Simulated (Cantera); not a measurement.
**Premixed flame**

A freely propagating, adiabatic, planar premixed flame of H2 : O2 : N2 : H2O = 1 : 0.549 : 1.98 : 0.14 (molar parts), equivalence ratio 0.91, unburnt at 600 K and 7050 Torr; unity-Lewis-number transport, grid criteria slope 0.08 and curve 0.16, no radiation.

Model: the H2/O2 subset of GRI-Mech 3.0, which has no nitrogen chemistry, integrated in Cantera. The hydrogen kinetics of GRI-Mech 3.0 are dated; newer H2 mechanisms differ, most at raised pressure. Unity Lewis numbers drop preferential diffusion, which matters most where H2 and H carry the flame. Burning velocities carry a grid error of a few per cent, more on coarse grids.

```
z (mm)    T (K)  u (m/s)     x H2    x O2   x H2O   x H2O2      x H     x HO2
--------  -----  -------  -------  ------  ------  -------  -------  --------
-0.0700     600     4.26    0.273   0.150  0.0382  5.01e-8    <1e-8   3.87e-7
-0.0466     601     4.27    0.272   0.150  0.0382  2.90e-7    <1e-8   2.24e-6
-0.0350     603     4.28    0.272   0.149  0.0385  1.45e-6    <1e-8   1.13e-5
-0.0233     617     4.38    0.271   0.149  0.0404  8.01e-6    <1e-8   6.49e-5
-0.0117     779     5.47    0.252   0.139  0.0615  6.14e-5  2.28e-5  0.000671
-0.00583   1126     7.72    0.208   0.117   0.112  9.14e-5  0.00191   0.00105
0          1578     10.5    0.127  0.0783   0.196  1.76e-5   0.0144  0.000517
0.00583    1876     12.2   0.0658  0.0472   0.257  5.50e-6   0.0226  0.000230
0.0117     2036     13.1   0.0431  0.0339   0.284  3.94e-6   0.0193  0.000126
0.0233     2197     13.9   0.0298  0.0260   0.305  2.72e-6   0.0115   6.38e-5
0.0466     2328     14.6   0.0206  0.0217   0.322  1.95e-6  0.00558   3.17e-5
0.0933     2418     15.0   0.0132  0.0187   0.335  1.42e-6  0.00248   1.60e-5
0.187      2469     15.3  0.00854  0.0170   0.343  1.12e-6  0.00121   9.70e-6
```
x: mole fraction of selected species; z is measured from the peak of heat release.

The laminar burning velocity is 426 cm/s. The thermal thickness comes out as 0.0233 mm and the peak x(H2O2) is 9.43e-5. The peak x(H) is 0.0226, the peak x(HO2) is 0.00109 and the grid points comes out as 103.
